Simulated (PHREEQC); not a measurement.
Dissolve 0.21 mol H2SO4, 0.00037 mol KNO3 and 0.0058 mol KH2PO4 per kg of water at 25 °C. It is in equilibrium with CO2 at log p = -3.5 (atm). Otherwise closed; pH follows from the charge balance.

Computed with PHREEQC (ion-association model, phreeqc.dat).

Each row changes one thing in this solution. This is a speciation only: nothing precipitates in the calculation.

| case | pH | ionic strength (mol/kgw) | HSO4- (mol/kgw) | SO4-2 (mol/kgw) | K+ (mol/kgw) | H3PO4 (mol/kgw) |
|---|---|---|---|---|---|---|
| as made | 0.74 | 0.268 | 0.181 | 0.0285 | 0.00588 | 0.00550 |
| H2SO4 from 0.21 to 0.042 mol/kgw | 1.37 | 0.0698 | 0.0285 | 0.0132 | [?] | 0.00483 |
| H2SO4 from 0.21 to 0.105 mol/kgw | 1.01 | [?] | 0.0841 | 0.0206 | [?] | 0.00530 |
| KNO3 from 0.00037 to 0.000185 mol/kgw | 0.74 | 0.268 | 0.181 | 0.0285 | 0.00570 | 0.00550 |
| 0.26 mol/kgw K3PO4 added | 6.33 | 0.886 | 1.17e-6 | [?] | 0.681 | [?] |

**Question.** Fill in the missing entries.

**Answer.** 
- H2SO4 from 0.21 to 0.042 mol/kgw, K+ (mol/kgw): 0.00594
- H2SO4 from 0.21 to 0.105 mol/kgw, ionic strength (mol/kgw): 0.147
- H2SO4 from 0.21 to 0.105 mol/kgw, K+ (mol/kgw): 0.00590
- 0.26 mol/kgw K3PO4 added, SO4-2 (mol/kgw): 0.123
- 0.26 mol/kgw K3PO4 added, H3PO4 (mol/kgw): 6.18e-6

The ionic strength passes 0.7 mol/kgw, the rough limit of the ion-association models, in 0.26 mol/kgw K3PO4 added.
